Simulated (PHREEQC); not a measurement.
Mixed reagents with single salt, acid or base: an equilibrium model

Solution A (0.12 mol/kgw NH4HF2, 0.00046 mol/kgw NaHCO3 and 0.00024 mol/kgw LiOH) is mixed with solution B (0.0089 mol/kgw KHCO3) at 25 °C; shares are by mass of water, 1 kg in all. Oxygen alone is held at its pressure in air (log pO2 = -0.68). No CO2 enters from the air. Precipitation was switched off in this run.

Model: ion-association model, phreeqc.dat, run in PHREEQC.

Q: Predict pH at share of solution B = 0.25, 0.5, 0.6, 0.95.

A: 
```csv
share of solution B,pH
0.25,3.10
0.5,3.17
0.6,3.21
0.95,5.92
```
